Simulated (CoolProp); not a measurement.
Propylene along the isobar 1.01 bar: density (kg/m³) from the reference equation and from simpler models built on Tc = 364.2 K, pc = 45.55 bar, ω = 0.146; each cubic takes its own stable root.

The numbers come from the reference Helmholtz-energy equation of state, Lemmon 2013 in CoolProp.

```
T (K)   phase  reference  van der Waals  Redlich-Kwong  Peng-Robinson
-----  ------  ---------  -------------  -------------  -------------
175.5  liquid      669.0          419.1          623.0          704.3
189    liquid      653.6          2.789          608.9          690.6
202.6  liquid      637.8          2.590          593.6          675.7
216.1  liquid      621.6          2.420          577.4          659.6
229.6     gas      2.304          2.271          2.290          2.295
243.1     gas      2.163          2.139          2.154          2.159
256.6     gas      2.040          2.023          2.033          2.038
270.1     gas      1.931          1.918          1.927          1.930
283.7     gas      1.833          1.824          1.830          1.833
297.2     gas      1.745          1.739          1.744          1.746
310.7     gas      1.666          1.661          1.665          1.667
324.2     gas      1.594          1.591          1.594          1.596
```

At some of these states van der Waals gives the other phase, because its saturation line lies elsewhere.
